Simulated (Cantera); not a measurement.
**Premixed flame**

A freely propagating, adiabatic, planar premixed flame of 4.40 % CH₄, 2.29 % C₂H₆, 0.295 % C₃H₈, 16.6 % O₂, 73.1 % N₂, 3.30 % CO₂, equivalence ratio 1.1, unburnt at 423 K and 7200 Torr; mixture-averaged transport, grid criteria slope 0.08 and curve 0.16, no radiation.

Model: GRI-Mech 3.0 (53 species, 325 reactions), integrated in Cantera. Burning velocities carry a grid error of a few per cent, more on coarse grids.

```csv
z (mm),T (K),u (m/s),x CH₄,x C₂H₆,x C₃H₈,x O,x N₂O,x NO₂
-0.323,424,0.187,0.0439,0.0229,0.00295,<1e-8,<1e-8,<1e-8
-0.215,431,0.190,0.0436,0.0228,0.00294,<1e-8,<1e-8,3.73e-8
-0.162,455,0.201,0.0427,0.0226,0.00293,<1e-8,<1e-8,1.85e-7
-0.108,586,0.261,0.0387,0.0213,0.00283,<1e-8,1.21e-8,1.22e-6
-0.0539,1054,0.478,0.0250,0.0130,0.00187,1.02e-7,7.93e-8,3.83e-6
-0.0269,1450,0.664,0.0133,0.00419,0.000548,1.09e-5,1.62e-7,1.27e-6
0,1813,0.833,0.00283,0.000107,3.69e-6,0.000131,2.57e-7,6.27e-8
0.0269,1964,0.899,0.000131,1.10e-7,<1e-8,0.000330,2.96e-7,2.33e-8
0.0539,2016,0.919,4.05e-6,<1e-8,<1e-8,0.000291,2.75e-7,2.06e-8
0.108,2060,0.936,1.20e-8,<1e-8,<1e-8,0.000137,1.93e-7,1.49e-8
0.215,2085,0.947,<1e-8,<1e-8,<1e-8,4.29e-5,1.03e-7,<1e-8
0.431,2097,0.952,<1e-8,<1e-8,<1e-8,1.07e-5,4.34e-8,<1e-8
0.862,2101,0.953,<1e-8,<1e-8,<1e-8,3.22e-6,1.93e-8,<1e-8
```
x: mole fraction of selected species; z is measured from the peak of heat release.

| Property | Value |
|---|---|
| laminar burning velocity | 18.6 cm/s |
| thermal thickness | 0.108 mm |
| peak x(O) | 0.000339 |
| grid points | 139 |
